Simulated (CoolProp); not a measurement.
Vapour-liquid equilibrium of R134a (1) + R142b (2) at 0.01 MPa; x and y are mole fractions of (1).

Computed with CoolProp (multi-fluid Helmholtz-energy mixture model, Tillner-Roth 1994 and Lemmon 2006; pair parameters Bell 2016).

**Question.** Give the bubble temperature and the first vapour's composition at x = 0.425, 0.725, 0.875. Is there an azeotrope?

**Answer.** x = 0.425: -62.6 °C, y = 0.640; x = 0.725: -65.3 °C, y = 0.838; x = 0.875: -66.2 °C, y = 0.923. No azeotrope shows between x = 0.05 and 0.95.

Pair parameters are fitted to limited data, so mixtures are less certain than the pure fluids.
